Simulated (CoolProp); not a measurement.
Saturation properties of octamethylcyclotetrasiloxane (D4).

Values from CoolProp's reference Helmholtz-energy equation of state, Thol 2015.

```csv
T (K),p (MPa),liquid density (kg/m³),enthalpy of vaporisation (kJ/kg),liquid cp (kJ/(kg K)),surface tension (mN/m)
369,0.007349,868.1,160.1,1.807,12.8
376.6,[?],[?],157.4,1.824,[?]
384.2,0.01354,849.7,154.8,1.841,11.7
391.9,0.01802,840.2,152.0,1.858,[?]
399.5,0.02356,830.7,149.3,1.876,10.7
407.1,0.03040,821.1,146.6,1.894,[?]
414.8,0.03886,811.2,143.8,1.912,[?]
422.4,0.04897,801.3,141.0,1.930,9.13
430,0.06104,791.2,138.2,1.949,8.62
437.7,[?],780.9,135.2,1.968,8.11
```

**Question.** Some entries are withheld; supply them.

**Answer.** 
- 376.6, p (MPa): 0.01006
- 376.6, liquid density (kg/m³): 859.0
- 376.6, surface tension (mN/m): 12.3
- 391.9, surface tension (mN/m): 11.2
- 407.1, surface tension (mN/m): 10.2
- 414.8, surface tension (mN/m): 9.64
- 437.7, p (MPa): 0.07556

It boils at 448.9 K under 1 atm.

Surface tension comes from a separate correlation (Mulero 2014), older than this fluid's equation and unchecked against measurements.
